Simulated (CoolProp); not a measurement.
Octamethylcyclotetrasiloxane (D4) along the isotherm 490.1 K: fugacity coefficient from the reference equation and from simpler models built on Tc = 586.5 K, pc = 1347 kPa, ω = 0.598; each cubic takes its own stable root.

Values from CoolProp's reference Helmholtz-energy equation of state, Thol 2015.

| p (kPa) | phase | reference |
|---|---|---|
| 2.13 | gas | 0.9989 |
| 4.85 | gas | 0.9975 |
| 11 | gas | 0.9944 |
| 25.1 | gas | 0.9872 |
| 57.1 | gas | 0.9709 |
| 130 | gas | 0.9339 |
| 296 | liquid | 0.7627 |
| 674 | liquid | 0.3483 |

Task: How far does each simpler model (van der Waals, Redlich-Kwong, Soave-Redlich-Kwong, Peng-Robinson) lie from the reference over these 8 states: mean and median of the absolute difference, and the worst?

Result: 
- van der Waals: mean 16.8 %, median 0.7 %, worst +112.4 % at 490.1 K and 674 kPa
- Redlich-Kwong: mean 9.6 %, median 0.4 %, worst +60.0 % at 490.1 K and 674 kPa
- Soave-Redlich-Kwong: mean 0.6 %, median 0.1 %, worst +2.4 % at 490.1 K and 674 kPa
- Peng-Robinson: mean 0.1 %, median 0.0 %, worst +0.4 % at 490.1 K and 296 kPa

At some of these states van der Waals, Redlich-Kwong gives the other phase, because its saturation line lies elsewhere.
